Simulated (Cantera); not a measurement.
Charge: 1 mol trisilylamine, a varied amount of NH3, at 1673.15 K and 1330 Pa.

Equilibrium computed with Cantera from the NASA thermochemical tables; the gas is ideal and each condensed phase is pure. Candidate condensed phases: Si, Si3N4; 18 gas species. The feed counts by its element totals alone. Kinetics and transport are ignored.

Q: At 36 mol NH3, list the 4 most abundant gas species with their mole fractions, and the condensed phases.

A: H2 0.779, N2 0.220, H 0.000872, Si 1.53e-5. Condensed: Si3N4(s).
